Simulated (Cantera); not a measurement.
What does this Cantera script print?

```python
import numpy as np
import cantera as ct

gas_names = """
    H HI H2 I I2 Na NaH NaI Na2
""".split()
cond_names = """
    I2(cr) I2(L) Na(cr) Na(L) NaI(s) NaI(L)
""".split()


def load(file, names, dense=False):
    # The tables refer to 1 bar. Condensed volumes are neglected.
    table = {s.name: s for s in ct.Species.list_from_file(file)}
    out = []
    for n in names:
        d = dict(table[n].input_data)
        d["thermo"] = dict(d["thermo"], **{"reference-pressure": 1e5})
        if dense:
            d["equation-of-state"] = {"model": "constant-volume", "density": "1e6 g/cm^3"}
        out.append(ct.Species.from_dict(d))
    return out


gas = ct.Solution(thermo="ideal-gas", species=load("nasa_gas.yaml", gas_names))
cond = {s.name: ct.Solution(thermo="fixed-stoichiometry", species=[s], name=s.name)
        for s in load("nasa_condensed.yaml", cond_names, dense=True)}
atoms = {
    'NaI': {'Na': 1, 'I': 1},
    'H2': {'H': 2},
}
top_T = {}  # K; cautious upper limits of use, not melting points


def equilibrate(T, P, feed):
    n = {}
    for name, mol in feed.items():
        for a, k in atoms[name].items():
            n[a] = n.get(a, 0.0) + k * mol
    gas.TPX = T, P, n
    mass = sum(n.values()) * gas.mean_molecular_weight
    gas.equilibrate("TP")
    valid = [c for c in cond.values() if c.min_temp <= T <= top_T.get(c.name, c.max_temp)]
    mix = ct.Mixture([(gas, mass / gas.mean_molecular_weight)] + [(c, 0.0) for c in valid])
    mix.T, mix.P = T, P
    mix.equilibrate("TP", solver="vcs", rtol=1e-11, max_steps=5000)
    return mix


results = []
feed = {'NaI': 1, 'H2': 6.1}  # mol
T = 1800  # K
P = 1333.22  # Pa
mix = equilibrate(T, P, feed)
results.append((T, P, feed, dict(zip(mix.species_names, mix.species_moles))))
x = sorted(zip(gas.X, gas.species_names), reverse=True)
print(f"T = {T:g} K  P = {P:g} Pa  gas = {mix.phase_moles(0):.4g} mol")
print("   x: " + "  ".join(f"{s} {v:.3e}" for v, s in x if v > 1e-06))
print("   condensed (mol): " + ("  ".join(f"{mix.phase(i).name} {mix.phase_moles(i):.4g}"
      for i in range(1, mix.n_phases) if mix.phase_moles(i) > 1e-12) or "none"))
```

Result:

```
T = 1800 K  P = 1333.22 Pa  gas = 7.291 mol
   x: H2 8.339e-01  NaI 1.110e-01  Na 2.615e-02  I 2.353e-02  H 2.832e-03  HI 2.642e-03  NaH 1.814e-05
   condensed (mol): none
```

Cantera equilibrium calculation (NASA polynomials, part measured and part estimated; ideal gas, pure solids and liquids). Gases not in the tables: NaBr and NaI dimers.
